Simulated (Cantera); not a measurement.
Feed: 1 mol SiCl₄, 1.7 mol Cl₂, 0.28 mol H₂, at 550 °C and 75.0 Torr.

Equilibrium computed with Cantera from the NASA thermochemical tables; the gas is ideal and each condensed phase is pure. Candidate condensed phases: Si; 19 gas species. Rates play no part.

Problem. What is the equilibrium state?

Solution. 
| Quantity | Value |
|---|---|
| x(Cl₂) | 0.476 |
| x(SiCl₄) | 0.336 |
| x(HCl) | 0.188 |
| x(Cl) | 3.44e-5 |
| gas amount | 2.980 mol |
| log10 activity of Si(s) (absent) | -33.96 |
